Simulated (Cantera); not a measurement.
An isothermal, constant-pressure homogeneous reactor starts with C2H6 : N2 = 1 : 49 (molar parts), at 1623 K and 1.00 bar.

Model: GRI-Mech 3.0 (53 species, 325 reactions), integrated in Cantera. GRI-Mech 3.0 stops at C3 and has no aromatics, soot or wall deposition, so with more carbon than oxygen in the feed, carbon stays in small species such as C2H2 where larger ones or solid carbon would form.

One state of this run: x C2H6 = 3.64e-7; x C2H2 = 0.0183; x CH2 = 4.48e-9; x H2 = 0.0356; x HCN = 2.03e-6; x CH3 = 1.34e-5; x C2H = 2.45e-8. x: mole fraction; the columns are a selection and need not sum to one.

Question: Which value of t (s) does it belong to?
(A) 0.00300
(B) 0.533
(C) 3.00e-6
(D) 0.0169

Answer: B, 0.533
